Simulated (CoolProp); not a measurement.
Model: reference Helmholtz-energy equation of state, Bücker 2006, in CoolProp.

Q: For n-butane, give the phase and the Z, cp (kJ/(kg K)), cv (kJ/(kg K)), expansivity (1/kK) at 444.1 K and 1440 kPa; 481.5 K and 1440 kPa; 556.3 K and 1440 kPa.

A: 
- 444.1 K and 1440 kPa: gas; Z 0.880, cp 2.49, cv 2.23, expansivity 3.46
- 481.5 K and 1440 kPa: gas; Z 0.912, cp 2.60, cv 2.37, expansivity 2.85
- 556.3 K and 1440 kPa: gas; Z 0.950, cp 2.83, cv 2.64, expansivity 2.18
